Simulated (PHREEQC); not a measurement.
0.13 g of hydrous ferric oxide (600 m²/g; 0.2 weak and 0.005 strong sites per Fe, Dzombak-Morel constants, diffuse double layer) in 1 kg of water with 0.01 mol/kgw of an inert sodium salt and 9.1e-06 mol/kgw MnCl2, at 25 °C; the pH is set by adding NaOH or the inert anion's acid. The system is closed to oxygen. CO2 from the air is kept out. Nothing may precipitate in this run.

Base run: PHREEQC, ion-association model, wateq4f.dat. Each further column changes one thing. The table gives surface potential ψ (mV).

| pH | base | background salt from 0.01 to 0.001 mol/kgw | oxide from 0.13 to 0.65 g/kgw | 0.0014 mol/kgw ZnSO4 added |
|---|---|---|---|---|
| 4 | 185 | 210 | 184 | 77 |
| 5 | 152 | 169 | 152 | 74 |
| 6.5 | 87 | 92 | 86 | 68 |
| 7.5 | 36 | 38 | 34 | 84 |
| 8.5 | -18 | -19 | -21 | 93 |
| 9.5 | -72 | -76 | -74 | 56 |
| 11 | -140 | -152 | -142 | -33 |
| 12 | -166 | -174 | -168 | -105 |

 In at least one series the solution becomes supersaturated in solids that the run did not let form, among them Zn(OH)2-e, Zn4(OH)6SO4, Zn5(OH)8Cl2.
